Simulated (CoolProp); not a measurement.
Saturation properties of nitrogen.

The numbers come from the reference Helmholtz-energy equation of state, Span 2000 in CoolProp.

```json
[
 {"T (K)": "86.6", "p (bar)": "2.662", "liquid density (kg/m³)": "762.3", "vapour density (kg/m³)": "11.32", "liquid viscosity (µPa s)": "115", "vapour viscosity (µPa s)": "6.19"},
 {"T (K)": "89.7", "p (bar)": "3.513", "liquid density (kg/m³)": "746.6", "vapour density (kg/m³)": "14.71", "liquid viscosity (µPa s)": "104", "vapour viscosity (µPa s)": "6.46"},
 {"T (K)": "92.7", "p (bar)": "4.511", "liquid density (kg/m³)": "730.8", "vapour density (kg/m³)": "18.69", "liquid viscosity (µPa s)": "94.4", "vapour viscosity (µPa s)": "6.72"},
 {"T (K)": "95.8", "p (bar)": "5.744", "liquid density (kg/m³)": "713.8", "vapour density (kg/m³)": "23.64", "liquid viscosity (µPa s)": "85.9", "vapour viscosity (µPa s)": "7.01"},
 {"T (K)": "98.9", "p (bar)": "7.205", "liquid density (kg/m³)": "695.9", "vapour density (kg/m³)": "29.58", "liquid viscosity (µPa s)": "78.3", "vapour viscosity (µPa s)": "7.32"},
 {"T (K)": "101.9", "p (bar)": "8.857", "liquid density (kg/m³)": "677.7", "vapour density (kg/m³)": "36.45", "liquid viscosity (µPa s)": "71.6", "vapour viscosity (µPa s)": "7.63"},
 {"T (K)": "105", "p (bar)": "10.83", "liquid density (kg/m³)": "657.5", "vapour density (kg/m³)": "44.96", "liquid viscosity (µPa s)": "65.3", "vapour viscosity (µPa s)": "7.98"},
 {"T (K)": "108.1", "p (bar)": "13.11", "liquid density (kg/m³)": "635.8", "vapour density (kg/m³)": "55.22", "liquid viscosity (µPa s)": "59.4", "vapour viscosity (µPa s)": "8.37"},
 {"T (K)": "111.1", "p (bar)": "15.61", "liquid density (kg/m³)": "612.7", "vapour density (kg/m³)": "67.28", "liquid viscosity (µPa s)": "54.0", "vapour viscosity (µPa s)": "8.79"},
 {"T (K)": "114.2", "p (bar)": "18.55", "liquid density (kg/m³)": "586.2", "vapour density (kg/m³)": "82.69", "liquid viscosity (µPa s)": "48.7", "vapour viscosity (µPa s)": "9.29"},
 {"T (K)": "117.3", "p (bar)": "21.87", "liquid density (kg/m³)": "555.5", "vapour density (kg/m³)": "102.4", "liquid viscosity (µPa s)": "43.3", "vapour viscosity (µPa s)": "9.91"}
]
```

It boils at 77.4 K under 1 atm.

Viscosity comes from a separate model (Lemmon 2004).
